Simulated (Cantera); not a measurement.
Charge: 1 mol SiO₂, 0.35 mol C, 0.4 mol N₂, at 800 K and 0.00680 bar.

Equilibrium computed with Cantera from the NASA thermochemical tables; the gas is ideal and each condensed phase is pure. Candidate condensed phases: C, Si, SiC, SiO₂, Si₂N₂O, Si₃N₄; 34 gas species. N₂ is the only nitrogen source here; it is nearly inert below about 1500 K, so the nitride shown seldom forms there in practice. Equilibrium is a limit: real reactors are often held back by kinetics, nucleation or transport.

Base state: N₂ 1.000, CO 4.90e-5 (mole fractions); condensed: C(graphite) + SiO₂(α-quartz).

Task: What changes in the equilibrium state with this change: temperature from 800 K to 1125 K?

Result: 
```json
[
 {"species": "N₂", "before": "1.000", "after": "0.891"},
 {"species": "CO", "before": "4.90e-5", "after": "0.109"},
 {"species": "C(graphite), mol", "before": "0.350", "after": "0.303"},
 {"species": "SiO₂(α-quartz), mol", "before": "1.000", "after": "0"},
 {"species": "SiO₂(β-quartz), mol", "before": "0", "after": "0.969"},
 {"species": "Si₂N₂O(s), mol", "before": "0", "after": "0.0156"}
]
```
Mutual solubility and eutectic melting of coexisting phases are not modelled.
